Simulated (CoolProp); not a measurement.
Vapour-liquid equilibrium of propane (1) + c-C4F8 (RC318) (2) at 323.8 K; x and y are mole fractions of (1).

Model: multi-fluid Helmholtz-energy mixture model, Lemmon 2009 and Platzer 1990; pair parameters Bell 2016, in CoolProp. This equation is an older, rougher fit; its heat capacities, sound speeds and derivatives of the liquid may be far off and weren't checked against measurements.

Task: Give the bubble pressure and the first vapour's composition at x = 0.35, 0.45, 0.85. Is there an azeotrope?

Result: x = 0.35: 1.352 MPa, y = 0.587; x = 0.45: 1.472 MPa, y = 0.649; x = 0.85: 1.742 MPa, y = 0.866. y crosses x between x = 0.85 and 0.95: the model has an azeotrope there.

Pair parameters are fitted to limited data, so mixtures are less certain than the pure fluids.
